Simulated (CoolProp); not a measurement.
Aqueous potassium acetate as a coolant, at 27 °C, 1 atm.

Values from CoolProp's Melinder's fits for secondary coolants.

```csv
mass %,freezing point (°C),cp (kJ/(kg K)),density (kg/m³),viscosity (mPa s),Prandtl number
1.9,-0.6,4.107,1008,0.893,6.08
6.3,-2.6,3.949,1031,0.994,6.67
10.7,-4.9,3.804,1052,1.11,7.38
15,-7.5,3.671,1073,1.24,8.17
19.4,-10.7,3.541,1095,1.40,9.11
23.8,-14.9,3.416,1119,1.59,10.2
28.2,-20.4,3.293,1144,1.82,11.6
32.6,-27.5,3.173,1169,2.13,13.5
```
